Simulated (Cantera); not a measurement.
An adiabatic, constant-pressure homogeneous reactor starts with 7.69 % CH₄, 17.3 % O₂, 65.0 % N₂, 10.0 % H₂O, equivalence ratio 0.89, at 1050 K and 750 Torr.

Computed with Cantera and GRI-Mech 3.0 (53 species, 325 reactions).

x: mole fraction; the columns are a selection and need not sum to one.

```json
[
 {"t (s)": "2.00e-6", "T (K)": "1050", "x CH₄": "0.0769", "x O₂": "0.173", "x H₂O": "0.100", "x CH₂O": "<1e-12", "x CH₃": "4.75e-11", "x CH₂": "<1e-12", "x C₂H": "<1e-12"},
 {"t (s)": "6.32e-6", "T (K)": "1050", "x CH₄": "0.0769", "x O₂": "0.173", "x H₂O": "0.100", "x CH₂O": "<1e-12", "x CH₃": "1.50e-10", "x CH₂": "<1e-12", "x C₂H": "<1e-12"},
 {"t (s)": "2.00e-5", "T (K)": "1050", "x CH₄": "0.0769", "x O₂": "0.173", "x H₂O": "0.100", "x CH₂O": "1.45e-12", "x CH₃": "4.77e-10", "x CH₂": "<1e-12", "x C₂H": "<1e-12"},
 {"t (s)": "6.32e-5", "T (K)": "1050", "x CH₄": "0.0769", "x O₂": "0.173", "x H₂O": "0.100", "x CH₂O": "1.44e-11", "x CH₃": "…", "x CH₂": "<1e-12", "x C₂H": "<1e-12"},
 {"t (s)": "0.000200", "T (K)": "1050", "x CH₄": "0.0769", "x O₂": "0.173", "x H₂O": "0.100", "x CH₂O": "1.46e-10", "x CH₃": "…", "x CH₂": "<1e-12", "x C₂H": "<1e-12"},
 {"t (s)": "0.000632", "T (K)": "1050", "x CH₄": "0.0769", "x O₂": "0.173", "x H₂O": "0.100", "x CH₂O": "1.52e-9", "x CH₃": "…", "x CH₂": "<1e-12", "x C₂H": "<1e-12"},
 {"t (s)": "0.00200", "T (K)": "1050", "x CH₄": "0.0769", "x O₂": "0.173", "x H₂O": "0.100", "x CH₂O": "1.71e-8", "x CH₃": "…", "x CH₂": "<1e-12", "x C₂H": "<1e-12"},
 {"t (s)": "0.00632", "T (K)": "1050", "x CH₄": "0.0769", "x O₂": "0.173", "x H₂O": "0.100", "x CH₂O": "2.48e-7", "x CH₃": "…", "x CH₂": "<1e-12", "x C₂H": "<1e-12"},
 {"t (s)": "0.0200", "T (K)": "1050", "x CH₄": "0.0769", "x O₂": "0.173", "x H₂O": "0.100", "x CH₂O": "3.42e-6", "x CH₃": "…", "x CH₂": "<1e-12", "x C₂H": "<1e-12"},
 {"t (s)": "0.0632", "T (K)": "1050", "x CH₄": "0.0769", "x O₂": "0.173", "x H₂O": "0.100", "x CH₂O": "1.95e-5", "x CH₃": "…", "x CH₂": "<1e-12", "x C₂H": "<1e-12"},
 {"t (s)": "0.200", "T (K)": "1051", "x CH₄": "0.0767", "x O₂": "0.173", "x H₂O": "0.100", "x CH₂O": "0.000110", "x CH₃": "…", "x CH₂": "<1e-12", "x C₂H": "<1e-12"},
 {"t (s)": "0.632", "T (K)": "2398", "x CH₄": "<1e-12", "x O₂": "0.0214", "x H₂O": "0.240", "x CH₂O": "2.26e-11", "x CH₃": "<1e-12", "x CH₂": "<1e-12", "x C₂H": "<1e-12"},
 {"t (s)": "2.00", "T (K)": "2398", "x CH₄": "<1e-12", "x O₂": "0.0214", "x H₂O": "0.240", "x CH₂O": "2.26e-11", "x CH₃": "<1e-12", "x CH₂": "<1e-12", "x C₂H": "<1e-12"}
]
```

**Question.** Fill in the missing entries.

**Answer.** 
- 6.32e-5, x CH₃: 1.51e-9
- 0.000200, x CH₃: 4.84e-9
- 0.000632, x CH₃: 1.60e-8
- 0.00200, x CH₃: 5.84e-8
- 0.00632, x CH₃: 2.78e-7
- 0.0200, x CH₃: 8.74e-7
- 0.0632, x CH₃: 1.13e-6
- 0.200, x CH₃: 2.02e-6
